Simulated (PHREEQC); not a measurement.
0.14 g of hydrous ferric oxide (600 m²/g; 0.2 weak and 0.005 strong sites per Fe, Dzombak-Morel constants, diffuse double layer) in 1 kg of water with 0.01 mol/kgw of an inert sodium salt and 0.0075 mmol/kgw NiCl2, at 25 °C; the pH is set by adding NaOH or the inert anion's acid. Oxygen alone is held at its pressure in air (log pO2 = -0.68). CO2 from the air is kept out. Nothing may precipitate in this run.

The series has 13 steps of pH, from 4 to 10.

Equilibrium calculation in PHREEQC: ion-association model, wateq4f.dat.

Near which pH is half of the Ni sorbed, and on which side is more sorbed?

Near pH 6.6, with more sorbed at higher pH.

Species that the database lacks are ignored.
